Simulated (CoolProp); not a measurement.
A simple Rankine cycle with R124: condensing at 331.15 K, boiler at 2.61 MPa, turbine inlet 383 K, turbine efficiency 0.9, pump efficiency 0.7, no recuperator. Each further row changes one setting.

Model: reference Helmholtz-energy equation of state, de Vries 1995, in CoolProp.

```tsv
case	thermal efficiency (%)	net work (kJ/kg)	heat in (kJ/kg)	turbine exit temperature (K)	volume ratio over the turbine
as stated	8.6	?	145	339.4	3.28
turbine inlet 403 K	8.8	14.9	170	364.4	?
condensing temperature 323.15 K	9.9	15.3	155	?	4.06
boiler pressure 1.83 MPa	6.1	9.82	160	359.2	?
turbine efficiency 0.8	7.5	10.8	145	341.1	3.32
```

Question: Fill in the missing entries.

Answer: 
- as stated, net work (kJ/kg): 12.4
- turbine inlet 403 K, volume ratio over the turbine: 3.02
- condensing temperature 323.15 K, turbine exit temperature (K): 332.7
- boiler pressure 1.83 MPa, volume ratio over the turbine: 2.03
